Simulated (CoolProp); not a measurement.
Saturation properties of tetrahydrofuran (Tc = 540.2 K, pc = 53.04 bar, ω = 0.234).

The numbers come from the reference Helmholtz-energy equation of state, Fiedler 2023 in CoolProp.

```tsv
T (K)	p (bar)	liquid density (kg/m³)	enthalpy of vaporisation (kJ/kg)
295.9	0.1958	884.4	447.3
312.8	0.3972	865.7	435.4
329.6	0.7376	846.7	423.3
346.5	1.281	827.1	410.8
363.4	2.098	806.9	397.6
380.3	3.267	786.0	383.6
397.1	4.867	764.3	368.7
414	7.012	741.5	352.4
```

It boils at 339.1 K under 1 atm.
